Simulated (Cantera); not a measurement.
Cantera run:

```python
import numpy as np
import cantera as ct

gas_names = """
    Cu CuF CuF2 CuO Cu2 F FO FO2 F2 F2O H HF HOF HO2 H2 H2F2 H2O H2O2 H3F3 H4F4 H5F5 H6F6 H7F7 O OH O2
    O3
""".split()
cond_names = """
    Cu(cr) Cu(L) CuF2(s) CuF2(L) CuO(s) CuO2H2(s) Cu2O(s) Cu2O(L) H2O(s) H2O(L)
""".split()


# ... load() reads the species with a 1 bar reference pressure and builds the phases ...
atoms = {
    'CuO': {'Cu': 1, 'O': 1},
    'F2': {'F': 2},
    'H2': {'H': 2},
}
top_T = {'CuO(s)': 1390}  # K; cautious upper limits of use, not melting points


# ... equilibrate(T, P, feed) seeds the gas with the atoms and calls Mixture.equilibrate('TP', solver="vcs", rtol=1e-11, max_steps=5000) ...
results = []
T = 1350  # K
P = 1000  # Pa
for m in [0.26, 0.5, 0.97, 1.9, 3.6, 6.9, 13]:
    feed = {'CuO': 1, 'F2': 2.9, 'H2': m}  # mol
    mix = equilibrate(T, P, feed)
    results.append((T, P, feed, dict(zip(mix.species_names, mix.species_moles))))
    x = sorted(zip(gas.X, gas.species_names), reverse=True)
    print(f"T = {T:g} K  P = {P:g} Pa  n(H2) = {m:g} mol  gas = {mix.phase_moles(0):.4g} mol")
    print("   x: " + "  ".join(f"{s} {v:.3e}" for v, s in x if v > 1e-05))
    print("   condensed (mol): " + ("  ".join(f"{mix.phase(i).name} {mix.phase_moles(i):.4g}"
          for i in range(1, mix.n_phases) if mix.phase_moles(i) > 1e-12) or "none"))
```

It prints:

```
T = 1350 K  P = 1000 Pa  n(H2) = 0.26 mol  gas = 5.288 mol
   x: F 6.158e-01  CuF2 1.891e-01  HF 9.833e-02  O2 9.455e-02  F2 2.253e-03
   condensed (mol): none
T = 1350 K  P = 1000 Pa  n(H2) = 0.5 mol  gas = 5.291 mol
   x: F 5.259e-01  HF 1.890e-01  CuF2 1.890e-01  O2 9.449e-02  F2 1.644e-03
   condensed (mol): none
T = 1350 K  P = 1000 Pa  n(H2) = 0.97 mol  gas = 5.296 mol
   x: HF 3.663e-01  F 3.498e-01  CuF2 1.888e-01  O2 9.440e-02  F2 7.270e-04  CuF 1.474e-05
   condensed (mol): none
T = 1350 K  P = 1000 Pa  n(H2) = 1.9 mol  gas = 5.312 mol
   x: HF 7.154e-01  CuF2 1.860e-01  O2 9.413e-02  CuF 2.254e-03  F 2.254e-03
   condensed (mol): none
T = 1350 K  P = 1000 Pa  n(H2) = 3.6 mol  gas = 6.515 mol
   x: HF 8.864e-01  H2O 1.093e-01  CuF 3.817e-03  O2 3.417e-04  Cu 4.892e-05  OH 1.218e-05  H2 1.207e-05
   condensed (mol): Cu(cr) 0.4086  Cu2O(s) 0.2831
T = 1350 K  P = 1000 Pa  n(H2) = 6.9 mol  gas = 9.801 mol
   x: HF 5.918e-01  H2 3.061e-01  H2O 1.020e-01  Cu 4.892e-05  CuF 1.600e-05  H 1.319e-05
   condensed (mol): Cu(cr) 0.9994
T = 1350 K  P = 1000 Pa  n(H2) = 13 mol  gas = 15.9 mol
   x: H2 5.723e-01  HF 3.648e-01  H2O 6.289e-02  Cu 4.892e-05  H 1.803e-05
   condensed (mol): Cu(cr) 0.9991
```

Equilibrium computed with Cantera from the NASA thermochemical tables; the gas is ideal and each condensed phase is pure. Mutual solubility and eutectic melting of coexisting phases are not modelled.
